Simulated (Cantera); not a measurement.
**Thermodynamics of silicon oxide and oxynitride deposition, feed SiF₄ + NO + H₂**

A closed system holds: 1 mol SiF₄, a varied amount of NO, 1.6 mol H₂, equilibrated at 1748 K and 10.0 mbar.

Method: chemical equilibrium by Gibbs-energy minimisation in Cantera with the NASA 1993 tables (ideal gas, pure condensed phases). Candidate condensed phases: H₂O, Si, SiO₂, Si₂N₂O, Si₃N₄; 58 gas species. The tables' values for SiF₃, SiF₂ are old estimates; treat these amounts as uncertain. The tables hold silica as quartz up to 1696 K and as liquid above; real silica turns to tridymite and cristobalite and melts near 1996 K. Rates play no part.

```csv
n(NO) (mol),x HF,x N₂,x O₂,x H₂,x SiF₄,x H₂O,x SiF₃,x NO,n SiO₂(condensed)
1.1,0.578,0.149,9.07e-10,0.132,0.123,0.0122,0.00423,9.90e-8,0.526
2.6,0.582,0.252,0.0962,2.06e-5,0.0488,0.0196,2.08e-5,0.00133,0.749
4,0.460,0.304,0.182,1.07e-5,0.0376,0.0139,1.46e-5,0.00200,0.753
5.5,0.376,0.340,0.240,6.93e-6,0.0301,0.0104,1.15e-5,0.00244,0.757
6.9,0.321,0.363,0.278,5.13e-6,0.0254,0.00827,9.77e-6,0.00271,0.760
8.3,0.280,0.380,0.307,4.01e-6,0.0219,0.00679,8.54e-6,0.00291,0.762
9.8,0.247,0.395,0.330,3.22e-6,0.0191,0.00564,7.56e-6,0.00307,0.764
11,0.226,0.404,0.344,2.75e-6,0.0173,0.00494,6.95e-6,0.00318,0.765
13,0.197,0.416,0.364,2.20e-6,0.0150,0.00406,6.14e-6,0.00331,0.767
14,0.185,0.421,0.372,1.99e-6,0.0140,0.00371,5.81e-6,0.00337,0.768
```
x: gas mole fraction; n: condensed amount in mol.

From 1.1 mol NO to 14 mol NO the condensed part is SiO₂(condensed). The main Si-bearing gas is SiF₄ throughout. The share of Si in condensed phases is highest at 14 mol NO (76.8 %) and lowest at 1.1 mol NO (52.6 %).
